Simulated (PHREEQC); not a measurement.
Dissolve 0.035 mol/kgw K2CO3 and 0.0054 mol/kgw (CH3)4NCl at 20 °C. Closed to the air; pH follows from the charge balance.

The numbers come from PHREEQC with the ion-association model, phreeqc.dat.

Task: The ionic strength comes out as 0.108 mol/kgw. What activity coefficients do Cl-, CO3-2, HCO3-, K+, OH- get?

Result: Cl- 0.76, CO3-2 0.38, HCO3- 0.79, K+ 0.76, OH- 0.76.

This is a speciation only: nothing precipitates in the calculation. (CH3)4N+ isn't in the database: it is added as a free cation with an ion size of 4 Å.
